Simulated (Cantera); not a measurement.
A perfectly stirred reactor is fed with C3H8 : O2 : N2 = 1 : 4.17 : 15.7 (molar parts), at 5.00 bar; it is adiabatic with a 775 K inlet, and is followed from long to short residence time, starting on the burning branch (τ in s: 0.092, 0.039, 0.016, 0.0068, 0.0029, 0.0012, 0.0005, 0.00021, 8.8e-05, 3.7e-05, 1.6e-05).

Model: GRI-Mech 3.0 (53 species, 325 reactions), integrated in Cantera. GRI-Mech 3.0 was tuned for natural gas; its chemistry of propane as a main component is partial and can be far from experiment.

Problem. What does this change do: O2 4.17 to 5.7 parts?

Solution. 
| quantity | before | after |
|---|---|---|
| blow-out, bracketed by the residence times tried | burning at 16.0 µs, the shortest tried | burning at 16.0 µs, the shortest tried |
| x(C3H8) at τ = 92.0 ms | 2.89e-8 | 1.33e-8 |
| x(O2) at τ = 92.0 ms | 0.000645 | 0.0330 |
| x(CH3) at τ = 92.0 ms | 5.06e-7 | 5.03e-8 |
| x(NO2) at τ = 92.0 ms | 1.26e-7 | 7.17e-6 |
| x(NO) at τ = 92.0 ms | 0.00119 | 0.0106 |
| x(C3H8) at τ = 1.20 ms | 1.62e-6 | 9.44e-7 |
| x(O2) at τ = 1.20 ms | 0.00210 | 0.0365 |
| x(CH3) at τ = 1.20 ms | 1.85e-5 | 3.51e-6 |
| x(NO2) at τ = 1.20 ms | 1.40e-7 | 3.55e-6 |
| x(NO) at τ = 1.20 ms | 0.000930 | 0.00497 |

Problem. What does this change do: pressure from 5.00 bar to 0.960 bar?

Solution. 
| quantity | before | after |
|---|---|---|
| blow-out, bracketed by the residence times tried | burning at 16.0 µs, the shortest tried | burning at 37.0 µs, out at 16.0 µs |
| x(C3H8) at τ = 92.0 ms | 2.89e-8 | 8.69e-8 |
| x(O2) at τ = 92.0 ms | 0.000645 | 0.00196 |
| x(CH3) at τ = 92.0 ms | 5.06e-7 | 1.11e-6 |
| x(NO2) at τ = 92.0 ms | 1.26e-7 | 1.37e-7 |
| x(NO) at τ = 92.0 ms | 0.00119 | 0.00170 |
| x(C3H8) at τ = 1.20 ms | 1.62e-6 | 4.18e-6 |
| x(O2) at τ = 1.20 ms | 0.00210 | 0.00675 |
| x(CH3) at τ = 1.20 ms | 1.85e-5 | 3.37e-5 |
| x(NO2) at τ = 1.20 ms | 1.40e-7 | 4.20e-8 |
| x(NO) at τ = 1.20 ms | 0.000930 | 0.000591 |
